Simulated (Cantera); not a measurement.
Cantera run:

```python
import numpy as np
import cantera as ct

gas_names = [...]  # 110 gases of nasa_gas.yaml made of C, H, O
cond_names = """
    C(gr) C6H6(L) C7H8(L) C8H18(L),n-octa H2O(s) H2O(L)
""".split()


# ... load() reads the species with a 1 bar reference pressure and builds the phases ...
atoms = {
    'CH3OH': {'C': 1, 'H': 4, 'O': 1},
    'H2O': {'H': 2, 'O': 1},
    'H2': {'H': 2},
    'O2': {'O': 2},
}
top_T = {'C(gr)': 4500}  # K; cautious upper limits of use, not melting points


# ... equilibrate(T, P, feed) seeds the gas with the atoms and calls Mixture.equilibrate('TP', solver="vcs", rtol=1e-11, max_steps=5000) ...
results = []
feed = {'CH3OH': 1, 'H2O': 0.036, 'H2': 25, 'O2': 0.046}  # mol
for P in [10, 46, 220, 1000, 4600, 22000, 100000, 460000, 2200000, 10000000]:
    for T in [625, 650, 675, 700, 725, 750, 775, 800, 825, 850]:
        mix = equilibrate(T, P, feed)
        results.append((T, P, feed, dict(zip(mix.species_names, mix.species_moles))))

for T, P, feed, n in results:
    print(f"{T:7g} {P:10.4g}  " + (" + ".join(c for c in cond_names if n.get(c, 0) > 1e-12) or "gas only"))
```

Output:

```
    625         10  C(gr)
    650         10  C(gr)
    675         10  gas only
    700         10  gas only
    725         10  gas only
    750         10  gas only
    775         10  gas only
    800         10  gas only
    825         10  gas only
    850         10  gas only
    625         46  C(gr)
    650         46  C(gr)
    675         46  C(gr)
    700         46  gas only
    725         46  gas only
    750         46  gas only
    775         46  gas only
    800         46  gas only
    825         46  gas only
    850         46  gas only
    625        220  gas only
    650        220  gas only
    675        220  gas only
    700        220  gas only
    725        220  gas only
    750        220  gas only
    775        220  gas only
    800        220  gas only
    825        220  gas only
    850        220  gas only
    625       1000  gas only
    650       1000  gas only
    675       1000  gas only
    700       1000  gas only
    725       1000  gas only
    750       1000  gas only
    775       1000  gas only
    800       1000  gas only
    825       1000  gas only
    850       1000  gas only
    625       4600  gas only
    650       4600  gas only
    675       4600  gas only
    700       4600  gas only
    725       4600  gas only
    750       4600  gas only
    775       4600  gas only
    800       4600  gas only
    825       4600  gas only
    850       4600  gas only
    625    2.2e+04  gas only
    650    2.2e+04  gas only
    675    2.2e+04  gas only
    700    2.2e+04  gas only
    725    2.2e+04  gas only
    750    2.2e+04  gas only
    775    2.2e+04  gas only
    800    2.2e+04  gas only
    825    2.2e+04  gas only
    850    2.2e+04  gas only
    625      1e+05  gas only
    650      1e+05  gas only
    675      1e+05  gas only
    700      1e+05  gas only
    725      1e+05  gas only
    750      1e+05  gas only
    775      1e+05  gas only
    800      1e+05  gas only
    825      1e+05  gas only
    850      1e+05  gas only
    625    4.6e+05  gas only
    650    4.6e+05  gas only
    675    4.6e+05  gas only
    700    4.6e+05  gas only
    725    4.6e+05  gas only
    750    4.6e+05  gas only
    775    4.6e+05  gas only
    800    4.6e+05  gas only
    825    4.6e+05  gas only
    850    4.6e+05  gas only
    625    2.2e+06  gas only
    650    2.2e+06  gas only
    675    2.2e+06  gas only
    700    2.2e+06  gas only
    725    2.2e+06  gas only
    750    2.2e+06  gas only
    775    2.2e+06  gas only
    800    2.2e+06  gas only
    825    2.2e+06  gas only
    850    2.2e+06  gas only
    625      1e+07  gas only
    650      1e+07  gas only
    675      1e+07  gas only
    700      1e+07  gas only
    725      1e+07  gas only
    750      1e+07  gas only
    775      1e+07  gas only
    800      1e+07  gas only
    825      1e+07  gas only
    850      1e+07  gas only
```

Method: chemical equilibrium by Gibbs-energy minimisation in Cantera with the NASA 1993 tables (ideal gas, pure condensed phases). The ideal-gas law is rough above about 30 bar.
